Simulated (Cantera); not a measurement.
A Cantera script and its output.

```python
import numpy as np
import cantera as ct

gas = ct.Solution("gri30.yaml")
gas.TPX = 1448, 1333, {'H2': 0.46, 'O2': 1, 'N2': 0.0097}
reactor = ct.IdealGasConstPressureReactor(gas, energy="off", clone=False)
net = ct.ReactorNet([reactor])
net.rtol, net.atol = 1e-08, 1e-18
show = ['H2', 'O2', 'OH', 'H', 'HO2', 'O']
times = np.geomspace(0.0002, 100, 14)

steps = ct.SolutionArray(gas, extra=["t"])
rows = []
print(f"{'t/s':>10s}{'T/K':>9s}{'P/Pa':>11s}" + "".join(f"{s:>11s}" for s in show))
for t in times:
    while net.time < t:
        t_next = net.step()
        steps.append(gas.state, t=t_next)
    rows.append([np.interp(t, steps.t, y) for y in (steps.T, steps.P, *steps(*show).X.T)])
    print(f"{t:10.3e}{rows[-1][0]:9.1f}{rows[-1][1]:11.4g}" + "".join(f"{x:11.3e}" for x in rows[-1][2:]))
rate = np.gradient(steps.T, steps.t)
print("integrator steps:", len(steps.t))
if steps.T.max() > steps.T[0] + 200:
    print(f"time of steepest temperature rise: {steps.t[rate.argmax()]:.4e} s")
gas.TPX = 1448, 1333, {'H2': 0.46, 'O2': 1, 'N2': 0.0097}
gas.equilibrate("TP")
print(f"equilibrium (TP): T = {gas.T:.1f} K  " + "  ".join(f"{s} {gas[s].X[0]:.3e}" for s in show))
```

Result:

```
       t/s      T/K       P/Pa         H2         O2         OH          H        HO2          O
 2.000e-04   1448.0       1333  3.126e-01  6.802e-01  6.389e-05  1.673e-04  1.890e-06  7.788e-05
 5.488e-04   1448.0       1333  2.767e-02  5.084e-01  2.705e-02  1.114e-01  5.548e-06  1.023e-01
 1.506e-03   1448.0       1333  2.244e-02  5.080e-01  2.543e-02  1.036e-01  5.681e-06  1.045e-01
 4.132e-03   1448.0       1333  2.074e-02  5.218e-01  2.478e-02  8.652e-02  6.035e-06  9.199e-02
 1.134e-02   1448.0       1333  1.569e-02  5.530e-01  2.217e-02  5.021e-02  6.703e-06  6.324e-02
 3.111e-02   1448.0       1333  6.073e-03  5.962e-01  1.430e-02  1.054e-02  6.300e-06  2.219e-02
 8.537e-02   1448.0       1333  9.121e-04  6.163e-01  5.624e-03  5.838e-04  2.623e-06  3.231e-03
 2.343e-01   1448.0       1333  1.225e-04  6.199e-01  2.070e-03  2.860e-05  5.847e-07  4.327e-04
 6.428e-01   1448.0       1333  2.339e-05  6.207e-01  9.066e-04  2.392e-06  2.000e-07  8.277e-05
 1.764e+00   1448.0       1333  6.625e-06  6.209e-01  4.831e-04  3.619e-07  1.727e-07  2.349e-05
 4.840e+00   1448.0       1333  3.887e-06  6.210e-01  3.701e-04  1.630e-07  1.934e-07  1.379e-05
 1.328e+01   1448.0       1333  3.778e-06  6.210e-01  3.649e-04  1.562e-07  1.950e-07  1.340e-05
 3.644e+01   1448.0       1333  3.778e-06  6.210e-01  3.649e-04  1.562e-07  1.950e-07  1.340e-05
 1.000e+02   1448.0       1333  3.778e-06  6.210e-01  3.649e-04  1.562e-07  1.950e-07  1.340e-05
integrator steps: 1728
equilibrium (TP): T = 1448.0 K  H2 3.778e-06  O2 6.209e-01  OH 3.649e-04  H 1.562e-07  HO2 1.949e-07  O 1.340e-05
```

Computed with Cantera and GRI-Mech 3.0 (53 species, 325 reactions). Radical loss at walls, strong at low pressure, is not modelled. The temperature is held fixed by assumption; the heat of reaction is taken as removed at once.
